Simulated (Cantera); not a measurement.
## Equilibrium for carbon deposition, reforming and gasification: toluene + CO2 + H2

Charge: 1 mol toluene, 0.36 mol CO2, 3.5 mol H2, at 6.50 bar.

Cantera equilibrium calculation (NASA polynomials, part measured and part estimated; ideal gas, pure solids and liquids). Candidate condensed phases: C, C6H6, C7H8, C8H18, H2O; 110 gas species. Rates play no part.

| T (°C) | log p H2 | log p CH4 | log p H2O | log p CO | log p CO2 | log p C2H6 | n C(graphite) |
|---|---|---|---|---|---|---|---|
| 652 | 0.52 | 0.39 | -0.21 | -0.90 | -1.32 | -3.81 | 5.13 |
| 702 | 0.59 | 0.28 | -0.31 | -0.68 | -1.38 | -3.89 | 5.39 |
| 752 | 0.64 | 0.15 | -0.45 | -0.51 | -1.49 | -4.00 | 5.62 |
| 802 | 0.68 | 0.02 | -0.62 | -0.40 | -1.67 | -4.13 | 5.82 |
| 852 | 0.71 | -0.12 | -0.81 | -0.33 | -1.89 | -4.28 | 5.99 |
| 902 | 0.73 | -0.26 | -1.02 | -0.29 | -2.14 | -4.44 | 6.13 |
| 952 | 0.74 | -0.40 | -1.23 | -0.27 | -2.40 | -4.59 | 6.25 |
| 1002 | 0.75 | -0.53 | -1.44 | -0.25 | -2.66 | -4.74 | 6.34 |
| 1052 | 0.76 | -0.66 | -1.64 | -0.25 | -2.91 | -4.89 | 6.40 |
| 1102 | 0.76 | -0.78 | -1.82 | -0.25 | -3.14 | -5.03 | 6.46 |
| 1152 | 0.76 | -0.90 | -2.00 | -0.24 | -3.36 | -5.16 | 6.50 |
log p: log10 of the partial pressure in bar; n: condensed amount in mol.

From 652 °C to 1152 °C the condensed part is C(graphite). The main C-bearing gas is CH4 at 652 °C and CO at 1152 °C. The share of C in condensed phases is highest at 1152 °C (88.3 %) and lowest at 652 °C (69.7 %).
